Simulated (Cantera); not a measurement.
A closed system holds: 1 mol Nb, a varied amount of H2O, held at 2075 K and 0.00270 bar.

These are equilibrium values from Cantera (NASA tables, ideal gas, pure condensed phases), not measurements of a reactor. Candidate condensed phases: H2O, Nb, NbO, NbO2, Nb2O5; 12 gas species. Condensed phases not in the tables: the oxides between NbO2 and Nb2O5. Kinetics and transport are ignored.

At 14 mol H2O, list the 5 most abundant gas species with their mole fractions, and the condensed phases.

H2O 0.790, H2 0.174, H 0.0214, OH 0.0111, O2 0.00189. Condensed: Nb2O5(l).
